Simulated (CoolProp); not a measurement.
Isopentane along the isotherm 285.5 K: fugacity coefficient from the reference equation and from simpler models built on Tc = 460.3 K, pc = 3.378 MPa, ω = 0.227; each cubic takes its own stable root.

Values from CoolProp's reference Helmholtz-energy equation of state, Lemmon 2006. It is a short technical equation, of lower accuracy than the large ones.

| p (MPa) | phase | reference |
|---|---|---|
| 0.0534 | gas | 0.9733 |
| 0.0806 | liquid | 0.6923 |
| 0.122 | liquid | 0.4583 |
| 0.183 | liquid | 0.3064 |
| 0.277 | liquid | 0.2034 |
| 0.417 | liquid | 0.1360 |
| 0.63 | liquid | 0.09096 |
| 0.95 | liquid | 0.06126 |
| 1.43 | liquid | 0.04165 |
| 2.16 | liquid | 0.02856 |
| 3.26 | liquid | 0.01996 |
| 4.92 | liquid | 0.01432 |
| 7.42 | liquid | 0.01070 |
| 11.2 | liquid | 0.008488 |
| 16.9 | liquid | 0.007363 |

How far does each simpler model (Redlich-Kwong, Soave-Redlich-Kwong, Peng-Robinson) lie from the reference over these 15 states: mean and median of the absolute difference, and the worst?


- Redlich-Kwong: mean 63.8 %, median 68.3 %, worst +80.1 % at 285.5 K and 16.9 MPa
- Soave-Redlich-Kwong: mean 1.0 %, median 0.6 %, worst +4.8 % at 285.5 K and 16.9 MPa
- Peng-Robinson: mean 0.8 %, median 0.6 %, worst -3.5 % at 285.5 K and 16.9 MPa

At some of these states Redlich-Kwong gives the other phase, because its saturation line lies elsewhere.
